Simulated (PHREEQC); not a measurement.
Solution (20 °C): 71 mmol/kgw HF, 140 mmol/kgw NH4F and 0.48 mmol/kgw HCl. Closed to the air; pH follows from the charge balance.

All values are PHREEQC results (ion-association model, phreeqc.dat), not measurements.

Each row changes one thing in this solution. No solid was allowed to form.

```csv
case,pH,ionic strength (mol/kgw),F- (mol/kgw),HF (mol/kgw),HF2- (mol/kgw),NH3 (mol/kgw)
as made,3.37,0.141,0.119,0.0495,0.0215,9.06e-8
diluted 5-fold with water,3.40,0.0285,0.0271,0.0126,0.00126,2.32e-8
HF from 0.071 to 0.106 mol/kgw,3.15,0.141,0.110,0.0753,0.0303,5.52e-8
temperature from 20 to 70 °C,3.79,0.140,0.116,0.0474,0.0239,5.09e-6
HF from 0.071 to 0.355 mol/kgw,2.40,0.145,0.0716,0.278,0.0728,9.65e-9
HCl from 0.00048 to 0.00024 mol/kgw,3.37,0.141,0.119,0.0493,0.0215,9.12e-8
```

Complexes and solids missing from the database can't appear. Constants without temperature data keep their 25 °C values here.
